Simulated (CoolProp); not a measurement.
Nitrogen along the isobar 2590 kPa: Z from the reference equation and from simpler models built on Tc = -147.0 °C, pc = 3396 kPa, ω = 0.037; each cubic takes its own stable root.

Values from CoolProp's reference Helmholtz-energy equation of state, Span 2000.

```json
[
 {"T (°C)": "-175.25", "phase": "liquid", "reference": "0.1252"},
 {"T (°C)": "-160.55", "phase": "liquid", "reference": "0.1264"},
 {"T (°C)": "-145.75", "phase": "gas", "reference": "0.6812"},
 {"T (°C)": "-131.05", "phase": "gas", "reference": "0.8011"},
 {"T (°C)": "-116.35", "phase": "gas", "reference": "0.8634"},
 {"T (°C)": "-101.65", "phase": "gas", "reference": "0.9023"},
 {"T (°C)": "-86.95", "phase": "gas", "reference": "0.9286"},
 {"T (°C)": "-72.15", "phase": "gas", "reference": "0.9474"},
 {"T (°C)": "-57.45", "phase": "gas", "reference": "0.9612"},
 {"T (°C)": "-42.75", "phase": "gas", "reference": "0.9715"},
 {"T (°C)": "-28.05", "phase": "gas", "reference": "0.9794"},
 {"T (°C)": "-13.35", "phase": "gas", "reference": "0.9856"},
 {"T (°C)": "1.35", "phase": "gas", "reference": "0.9905"},
 {"T (°C)": "16.15", "phase": "gas", "reference": "0.9944"},
 {"T (°C)": "30.85", "phase": "gas", "reference": "0.9976"}
]
```

Q: How far does each simpler model (van der Waals, Redlich-Kwong) lie from the reference over these 15 states: mean and median of the absolute difference, and the worst?

A: 
- van der Waals: mean 7.3 %, median 1.4 %, worst +46.0 % at -160.55 °C and 2590 kPa
- Redlich-Kwong: mean 1.0 %, median 0.5 %, worst +7.3 % at -160.55 °C and 2590 kPa
